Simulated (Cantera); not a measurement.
A Cantera script and what it prints.

```python
import numpy as np
import cantera as ct

gas_names = [...]  # 110 gases of nasa_gas.yaml made of C, H, O
cond_names = """
    C(gr) C6H6(L) C7H8(L) C8H18(L),n-octa H2O(s) H2O(L)
""".split()


# ... load() reads the species with a 1 bar reference pressure and builds the phases ...
atoms = {
    'C': {'C': 1},
    'H2O': {'H': 2, 'O': 1},
    'H2': {'H': 2},
}
top_T = {'C(gr)': 4500}  # K; cautious upper limits of use, not melting points


# ... equilibrate(T, P, feed) seeds the gas with the atoms and calls Mixture.equilibrate('TP', solver="vcs", rtol=1e-11, max_steps=5000) ...
results = []
T = 550  # K
P = 133.322  # Pa
for m in [3.9, 5.2, 6.5, 7.8, 9.1, 10, 12, 13, 14, 15, 17]:
    feed = {'C': 1, 'H2O': 0.12, 'H2': m}  # mol
    mix = equilibrate(T, P, feed)
    results.append((T, P, feed, dict(zip(mix.species_names, mix.species_moles))))

top = {s: max(r[3][s] / sum(r[3][g] for g in gas_names) for r in results) for s in gas_names}
cols = sorted((s for s in top if top[s] > 1e-05), key=lambda s: -top[s])[:5]
seen = [c for c in cond_names if any(r[3].get(c, 0) > 1e-12 for r in results)]
print("log10 of partial pressures in bar; condensed amounts in mol")
print(f"{'n(H2)':>10s}" + "".join(f"{s[:9]:>10s}" for s in cols + seen))
for T, P, feed, n in results:
    ng = sum(n[g] for g in gas_names)
    print(f"{feed['H2']:10.4g}" + "".join(f"{np.log10(max(n[s] / ng * P / 1e5, 1e-99)):10.3f}" for s in cols)
          + "".join(f"{n.get(c, 0):10.4g}" for c in seen))
```

It prints:

```
log10 of partial pressures in bar; condensed amounts in mol
     n(H2)        H2       CH4       H2O       CO2        CO     C(gr)
       3.9    -3.035    -3.443    -4.310    -6.163    -6.649    0.1415
       5.2    -3.005    -3.511    -4.439    -6.608    -6.935         0
       6.5    -2.972    -3.625    -4.549    -7.077    -7.260         0
       7.8    -2.952    -3.715    -4.638    -7.424    -7.499         0
       9.1    -2.939    -3.790    -4.712    -7.699    -7.686         0
        10    -2.932    -3.835    -4.757    -7.860    -7.796         0
        12    -2.921    -3.921    -4.843    -8.161    -8.001         0
        13    -2.917    -3.959    -4.880    -8.289    -8.087         0
        14    -2.914    -3.993    -4.914    -8.406    -8.166         0
        15    -2.911    -4.025    -4.946    -8.513    -8.238         0
        17    -2.906    -4.083    -5.004    -8.704    -8.367         0
```

Cantera equilibrium calculation (NASA polynomials, part measured and part estimated; ideal gas, pure solids and liquids).
